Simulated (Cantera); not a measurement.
What does this Cantera script print?

```python
import numpy as np
import cantera as ct

gas_names = """
    B BCL BCL2 BCL3 BH BH2 BH3 BO BOCL BO2 B2 B2O B2O2 B2O3 B3O3CL3 B3O3H3 CL CLO CL2 H HBO HBO2 HCL
    HOCL HO2 H2 H2O H2O2 H3B3O6 O OH O2 O3
""".split()
cond_names = """
    B(b) B(L) B2O3(L) B3O3H3(cr) H2O(s) H2O(L)
""".split()


def load(file, names, dense=False):
    # The tables refer to 1 bar. Condensed volumes are neglected.
    table = {s.name: s for s in ct.Species.list_from_file(file)}
    out = []
    for n in names:
        d = dict(table[n].input_data)
        d["thermo"] = dict(d["thermo"], **{"reference-pressure": 1e5})
        if dense:
            d["equation-of-state"] = {"model": "constant-volume", "density": "1e6 g/cm^3"}
        out.append(ct.Species.from_dict(d))
    return out


gas = ct.Solution(thermo="ideal-gas", species=load("nasa_gas.yaml", gas_names))
cond = {s.name: ct.Solution(thermo="fixed-stoichiometry", species=[s], name=s.name)
        for s in load("nasa_condensed.yaml", cond_names, dense=True)}
atoms = {
    'B2O3': {'B': 2, 'O': 3},
    'HCl': {'H': 1, 'CL': 1},
    'O2': {'O': 2},
}
top_T = {}  # K; cautious upper limits of use, not melting points


def equilibrate(T, P, feed):
    n = {}
    for name, mol in feed.items():
        for a, k in atoms[name].items():
            n[a] = n.get(a, 0.0) + k * mol
    gas.TPX = T, P, n
    mass = sum(n.values()) * gas.mean_molecular_weight
    gas.equilibrate("TP")
    valid = [c for c in cond.values() if c.min_temp <= T <= top_T.get(c.name, c.max_temp)]
    mix = ct.Mixture([(gas, mass / gas.mean_molecular_weight)] + [(c, 0.0) for c in valid])
    mix.T, mix.P = T, P
    mix.equilibrate("TP", solver="vcs", rtol=1e-11, max_steps=5000)
    return mix


results = []
feed = {'B2O3': 1, 'HCl': 20, 'O2': 1.4}  # mol
T = 1148  # K
P = 6.7  # Pa
mix = equilibrate(T, P, feed)
results.append((T, P, feed, dict(zip(mix.species_names, mix.species_moles))))
x = sorted(zip(gas.X, gas.species_names), reverse=True)
print(f"T = {T:g} K  P = {P:g} Pa  gas = {mix.phase_moles(0):.4g} mol")
print("   x: " + "  ".join(f"{s} {v:.3e}" for v, s in x if v > 0.0001))
print("   condensed (mol): " + ("  ".join(f"{mix.phase(i).name} {mix.phase_moles(i):.4g}"
      for i in range(1, mix.n_phases) if mix.phase_moles(i) > 1e-12) or "none"))
```

Output:

```
T = 1148 K  P = 6.7 Pa  gas = 21.54 mol
   x: HCL 8.787e-01  O2 5.257e-02  CL 3.132e-02  H2O 2.140e-02  CL2 9.150e-03  HBO2 6.838e-03
   condensed (mol): B2O3(L) 0.9256
```

Method: chemical equilibrium by Gibbs-energy minimisation in Cantera with the NASA 1993 tables (ideal gas, pure condensed phases). The tables' values for BOCl are old estimates; treat these amounts as uncertain.
